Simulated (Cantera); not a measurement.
Cantera run, input and output.

```python
import numpy as np
import cantera as ct

gas = ct.Solution("h2o2.yaml")
gas.TPX = 450, 300000, {'H2': 1, 'O2': 0.602, 'N2': 1.69}
flame = ct.FreeFlame(gas, width=0.019)
flame.set_refine_criteria(ratio=3, slope=0.08, curve=0.16)
flame.transport_model = "mixture-averaged"
flame.solve(loglevel=0, auto=True)
z, T = flame.grid, flame.T
thick = (T[-1] - T[0]) / np.gradient(T, z).max()
show = ['H2', 'O2', 'H2O2', 'OH', 'H2O', 'HO2']
print(f"laminar burning velocity  {flame.velocity[0] * 100:.3f} cm/s")
print(f"burnt temperature         {T[-1]:.1f} K")
print(f"thermal thickness         {thick * 1e3:.4f} mm")
print(f"grid points               {len(z)}")
z0 = z[flame.heat_release_rate.argmax()]
print(f"{'z/mm':>9s}{'T/K':>9s}{'u/(m/s)':>9s}" + "".join(f"{s:>11s}" for s in show))
rows = []
for k in (-3, -2, -1.5, -1, -0.5, -0.25, 0, 0.25, 0.5, 1, 2, 4, 8):
    zz = z0 + k * thick
    rows.append([k * thick, np.interp(zz, z, T), np.interp(zz, z, flame.velocity),
                 *(np.interp(zz, z, flame.X[gas.species_index(s)]) for s in show)])
    print(f"{rows[-1][0] * 1e3:9.3f}{rows[-1][1]:9.1f}{rows[-1][2]:9.3f}" + "".join(f"{x:11.3e}" for x in rows[-1][3:]))
```

Output:

```
laminar burning velocity  484.478 cm/s
burnt temperature         2544.2 K
thermal thickness         0.0898 mm
grid points               111
     z/mm      T/K  u/(m/s)         H2         O2       H2O2         OH        H2O        HO2
   -0.269    450.0    4.845  3.038e-01  1.829e-01  7.124e-13  2.764e-14  2.051e-10  1.731e-11
   -0.180    450.0    4.845  3.037e-01  1.829e-01  6.098e-11  1.506e-12  1.326e-08  1.356e-09
   -0.135    450.0    4.844  3.036e-01  1.829e-01  9.673e-10  1.831e-11  1.769e-07  2.085e-08
   -0.090    450.5    4.843  3.026e-01  1.832e-01  3.479e-08  1.310e-09  4.874e-06  7.261e-07
   -0.045    485.9    5.126  2.874e-01  1.863e-01  1.575e-05  2.437e-05  1.345e-03  2.848e-04
   -0.022    801.6    8.102  2.362e-01  1.816e-01  1.041e-04  1.352e-03  3.065e-02  7.829e-04
    0.000   1306.4   12.758  1.459e-01  1.429e-01  3.029e-05  4.401e-03  1.211e-01  3.405e-04
    0.022   1660.6   16.036  7.097e-02  8.800e-02  5.726e-06  1.219e-02  2.159e-01  1.684e-04
    0.045   1854.1   17.808  4.244e-02  6.156e-02  3.196e-06  1.837e-02  2.580e-01  9.633e-05
    0.090   2051.1   19.519  3.145e-02  4.978e-02  1.825e-06  2.256e-02  2.807e-01  5.464e-05
    0.180   2231.3   20.998  2.509e-02  4.498e-02  1.198e-06  2.315e-02  2.975e-01  3.115e-05
    0.359   2382.1   22.185  1.778e-02  4.141e-02  9.053e-07  2.122e-02  3.141e-01  1.781e-05
    0.719   2484.9   22.968  1.150e-02  3.919e-02  8.210e-07  1.803e-02  3.270e-01  1.235e-05
```

Cantera simulation using the H2/O2 subset of GRI-Mech 3.0, which has no nitrogen chemistry; the numbers are that mechanism's predictions, not measurements. The hydrogen kinetics of GRI-Mech 3.0 are dated; newer H2 mechanisms differ, most at raised pressure. Burning velocities carry a grid error of a few per cent, more on coarse grids.
